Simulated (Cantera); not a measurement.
Feed: 1 mol SiH₄, 0.02 mol Cl₂, 29 mol H₂, 2.1 mol HCl, equilibrated at 600 °C and 13.3 mbar.

These are equilibrium values from Cantera (NASA tables, ideal gas, pure condensed phases), not measurements of a reactor. Candidate condensed phases: Si; 19 gas species. The tables' values for SiCl₃ are old estimates; treat these amounts as uncertain. The numbers say what is thermodynamically allowed, not how fast it happens.

Question: What is the equilibrium state?

Answer: 
```json
{
  "x(H₂)": "0.978",
  "x(SiCl₄)": "0.0117",
  "x(HCl)": "0.00598",
  "x(SiHCl₃)": "0.00410",
  "x(SiH₂Cl₂)": "0.000131",
  "x(SiCl₃)": "9.61e-5",
  "x(SiCl₂)": "4.64e-5",
  "x(SiH₃Cl)": "1.01e-6",
  "n(Si(s))": "0.477 mol",
  "gas_amount": "32.60 mol"
}
```
